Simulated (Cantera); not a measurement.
## Thermodynamics of carbon deposition, reforming and gasification, feed C2H5OH + H2 + N2

Charge: 1 mol C2H5OH, a varied amount of H2, 0.33 mol N2, equilibrated at 1925 K and 140000 Pa.

These are equilibrium values from Cantera (NASA tables, ideal gas, pure condensed phases), not measurements of a reactor. Candidate condensed phases: C, C6H6, C7H8, C8H18, H2O; 136 gas species. Rates play no part.

```tsv
n(H2) (mol)	x H2	x CO	x N2	x HCN	x H	x CH4	n C(graphite)
0.34	0.713	0.214	0.0694	0.00241	0.000682	0.000371	0.983
0.64	0.730	0.201	0.0652	0.00237	0.000690	0.000389	0.983
1.2	0.757	0.181	0.0585	0.00228	0.000703	0.000419	0.981
2.3	0.797	0.151	0.0487	0.00214	0.000721	0.000464	0.977
4.3	0.843	0.116	0.0372	0.00192	0.000742	0.000520	0.971
8.1	0.890	0.0805	0.0257	0.00164	0.000762	0.000580	0.961
15	0.929	0.0517	0.0164	0.00134	0.000779	0.000631	0.944
29	0.958	0.0300	0.00936	0.00103	0.000791	0.000671	0.912
55	0.975	0.0169	0.00516	0.000769	0.000798	0.000696	0.857
```
x: gas mole fraction; n: condensed amount in mol.

From 0.34 mol H2 to 55 mol H2 the condensed part is C(graphite). The main C-bearing gas is CO throughout. The share of C in condensed phases is highest at 0.34 mol H2 (49.2 %) and lowest at 55 mol H2 (42.8 %).
